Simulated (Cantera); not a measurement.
A closed system holds: 1 mol Fe3O4, 1.6 mol H2, equilibrated at 2075 K and 1.33 mbar.

These are equilibrium values from Cantera (NASA tables, ideal gas, pure condensed phases), not measurements of a reactor. The tables' stoichiometric FeO is somewhat more stable than real wüstite, so its field is too wide. FeO: taken at fixed stoichiometry. Kinetics and transport are ignored.

| species | before | after |
|---|---|---|
| H2 | 0.217 | 0.924 |
| H | 0.0340 | 0.0701 |
| H2O | 0.627 | 0.00318 |
| Fe | 0.101 | 0.00241 |
| OH | 0.0112 | 2.75e-5 |
| O2 | 0.00155 | 2.20e-9 |
| Fe(OH)2 | 0.000342 | <1e-9 |
| FeO | 0.00691 | 1.96e-7 |
| O | 0.00126 | 1.50e-6 |
| FeO(l), mol | 2.80 | 0 |
Gas species are given as mole fractions.

Name the change that produced these shifts.
(A) H2 from 1.6 to 4.3 mol
(B) H2 from 1.6 to 1200 mol
(C) H2 from 1.6 to 4.9 mol
(D) temperature from 2075 K to 2100 K

B, H2 from 1.6 to 1200 mol
